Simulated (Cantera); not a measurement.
**CH2F2 + CH4 (fluorocarbon and chlorocarbon gases)**

A closed system holds: 1 mol CH2F2, 0.012 mol CH4, held at 10000 Pa.

Equilibrium computed with Cantera from the NASA thermochemical tables; the gas is ideal and each condensed phase is pure. Candidate condensed phases: C, C6H6, C7H8, C8H18; 95 gas species. Equilibrium is a limit: real reactors are often held back by kinetics, nucleation or transport.

From 1450 °C to 3050 °C the condensed part is C(graphite). The main C-bearing gas is C2H2 (acetylene) at 1450 °C and C3 at 3050 °C.

```csv
T (°C),log p HF,log p H,log p F,log p C3,log p CF,log p H2,log p C,n C(graphite)
1450,-1.01,-5.20,-7.23,<-13,-10.26,-2.93,<-13,1.01
1650,-1.01,-4.49,-6.09,-11.41,-8.60,-2.93,-11.27,1.01
1850,-1.01,-3.92,-5.16,-9.32,-7.24,-2.95,-9.43,1.01
2050,-1.01,-3.46,-4.37,-7.59,-6.11,-2.99,-7.92,1.01
2250,-1.01,-3.09,-3.69,-6.15,-5.14,-3.06,-6.64,1.01
2450,-1.01,-2.77,-3.11,-4.92,-4.32,-3.13,-5.56,1.01
2650,-1.03,-2.48,-2.64,-3.87,-3.65,-3.14,-4.62,0.994
2850,-1.07,-2.19,-2.28,-2.96,-3.11,-3.09,-3.81,0.900
3050,-1.17,-1.95,-2.03,-2.16,-2.70,-3.08,-3.09,0.301
```
log p: log10 of the partial pressure in bar; n: condensed amount in mol.
